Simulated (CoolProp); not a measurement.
Vapour-liquid equilibrium of R21 (1) + ethanol (2) at 394.9 K; x and y are mole fractions of (1).

Values from CoolProp's multi-fluid Helmholtz-energy mixture model, Platzer 1990 and Schroeder 2014; pair parameters Bell 2016. This equation is an older, rougher fit; its heat capacities, sound speeds and derivatives of the liquid may be far off and weren't checked against measurements.

| x | bubble pressure (kPa) | y at the bubble point | dew pressure at overall composition x (kPa) | liquid density (mol/L) |
|---|---|---|---|---|
| 0.05 | 954.0 | 0.516 | 475.5 | 14.64 |
| 0.15 | 1579 | 0.705 | 534.2 | 14.01 |
| 0.25 | 1840 | 0.749 | 608.3 | 13.39 |
| 0.35 | 1922 | 0.762 | 705.0 | 12.79 |
| 0.45 | 1946 | 0.766 | 837.0 | 12.22 |
| 0.55 | 1969 | 0.772 | 1028 | 11.71 |
| 0.65 | 2005 | 0.785 | 1329 | 11.27 |
| 0.75 | 2049 | 0.812 | 1849 | 10.92 |
| 0.85 | 2081 | 0.861 | 2077 | 10.67 |
| 0.95 | 2069 | 0.942 | 2065 | 10.52 |

y crosses x between x = 0.85 and 0.95: the model has an azeotrope there.

The pair parameters rest on a limited set of measurements; away from them the model extrapolates. With so large a gap from Raoult's law the liquid may split in two, which this calculation doesn't test in full.
